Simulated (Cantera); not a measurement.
Charge: 1 mol Si, 2.8 mol NF₃, 73 mol N₂, equilibrated at 852 °C and 0.133 bar.

Equilibrium computed with Cantera from the NASA thermochemical tables; the gas is ideal and each condensed phase is pure. Candidate condensed phases: Si, Si₃N₄; 16 gas species. The numbers say what is thermodynamically allowed, not how fast it happens.

Base state: N₂ 0.936, F 0.0482, SiF₄ 0.0126, F₂ 0.00355 (mole fractions); condensed: gas only.

Task: What changes in the equilibrium state with this change: 0.65 mol HCl added?

Result: 
```
species   before    after
-------  -------  -------
N₂         0.936    0.934
F         0.0482   0.0352
SiF₄      0.0126   0.0126
HF             0  0.00816
ClF            0  0.00816
F₂       0.00355  0.00188
```
Further candidate phases: NH₄Cl.

Task: What changes in the equilibrium state with this change: temperature from 852 °C to 1075 °C?

Result: 
```json
[
 {"species": "N₂", "before": "0.936", "after": "0.933"},
 {"species": "F", "before": "0.0482", "after": "0.0547"},
 {"species": "SiF₄", "before": "0.0126", "after": "0.0125"},
 {"species": "F₂", "before": "0.00355", "after": "0.000242"}
]
```

Task: What changes in the equilibrium state with this change: 0.51 mol H₂ added?

Result: 
```
species   before    after
-------  -------  -------
N₂         0.936    0.934
F         0.0482   0.0380
HF             0   0.0128
F₂       0.00355  0.00220
SiF₄      0.0126   0.0126
```
